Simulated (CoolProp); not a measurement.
Vapour-liquid equilibrium of n-heptane (1) + m-xylene (2) at 0.15 MPa; x and y are mole fractions of (1).

Values from CoolProp's multi-fluid Helmholtz-energy mixture model, Span 2003 and Zhou 2012; pair parameters Bell 2016.

| x | bubble temperature, mixture model (°C) | bubble temperature, Raoult's law (°C) | y, mixture model | y, Raoult's law |
|---|---|---|---|---|
| 0.05 | 149.8 | 150.9 | 0.145 | 0.127 |
| 0.15 | 142.5 | 144.8 | 0.356 | 0.333 |
| 0.25 | 136.7 | 139.3 | 0.503 | 0.490 |
| 0.35 | 132.0 | 134.5 | 0.612 | 0.612 |
| 0.45 | 128.0 | 130.1 | 0.699 | 0.710 |
| 0.55 | 124.5 | 126.2 | 0.770 | 0.788 |
| 0.65 | 121.4 | 122.6 | 0.831 | 0.851 |
| 0.75 | 118.6 | 119.4 | 0.885 | 0.903 |
| 0.85 | 116.0 | 116.4 | 0.934 | 0.947 |
| 0.95 | 113.5 | 113.6 | 0.979 | 0.984 |

The largest gap from Raoult's law is -2.6 K in bubble temperature, at x = 0.25. No azeotrope shows between x = 0.05 and 0.95.

Pair parameters are fitted to limited data, so mixtures are less certain than the pure fluids.
